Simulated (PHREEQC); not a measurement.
Model water analysis in mg/kgw, 25 °C, pH 2.1, pe 11.1:

```csv
constituent,mg/kgw
Na,302
K,1.01e-05
Ca,202
Mg,23.4
Cl,110
S(6) as SO4,1590
O(0) (dissolved oxygen),0.0809
Zn,0.145
```

Valence states are taken as typed.

All values are PHREEQC results (ion-association model, phreeqc.dat), not measurements.

No solid was allowed to form.

Q: Predict the ionic strength, specific conductance, charge-balance error.

A: ionic strength 0.0431 mol/kgw; specific conductance 5400 µS/cm; charge-balance error 4.7 %.

Q: In which forms is Na present?

A: Na+ 98 %, NaSO4- 2.3 % of the Na.

Species that the database lacks are ignored.
